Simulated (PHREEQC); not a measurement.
Solution (25 °C): 0.0046 mol NaH2PO4, 0.0051 mol KOH and 0.0089 mol NaCl per kg of water. Closed to the air; pH follows from the charge balance.

The numbers come from PHREEQC with the ion-association model, phreeqc.dat.

Each row changes one thing in this solution. Precipitation was switched off in this run.

| case | pH | ionic strength (mol/kgw) | SI of Sylvite (KCl) | SI of Halite (NaCl) |
|---|---|---|---|---|
| as made | 10.49 | 0.0233 | -5.38 | -5.62 |
| NaH2PO4 from 0.0046 to 0.046 mol/kgw | 6.01 | 0.0646 | -5.44 | -5.07 |
| KOH from 0.0051 to 0.0102 mol/kgw | 11.56 | 0.0307 | -5.09 | -5.63 |
| KOH from 0.0051 to 0.00765 mol/kgw | 11.29 | 0.0271 | -5.21 | -5.63 |
| NaH2PO4 from 0.0046 to 0.00046 mol/kgw | ___ | ___ | -5.35 | -5.76 |
| NaCl from 0.0089 to 0.00801 mol/kgw | ___ | 0.0224 | -5.42 | -5.69 |
| NaCl from 0.0089 to 0.0134 mol/kgw | 10.48 | 0.0278 | -5.21 | -5.33 |
| NaH2PO4 left out | 11.65 | 0.0140 | -5.35 | -5.77 |
| temperature from 25 to 60 °C | 9.62 | 0.0231 | -5.54 | -5.65 |

Problem. Some entries are withheld; supply them.

Solution. 
- NaH2PO4 from 0.0046 to 0.00046 mol/kgw, pH: 11.60
- NaH2PO4 from 0.0046 to 0.00046 mol/kgw, ionic strength (mol/kgw): 0.0151
- NaCl from 0.0089 to 0.00801 mol/kgw, pH: 10.50

Species that the database lacks are ignored. Constants without temperature data keep their 25 °C values here.
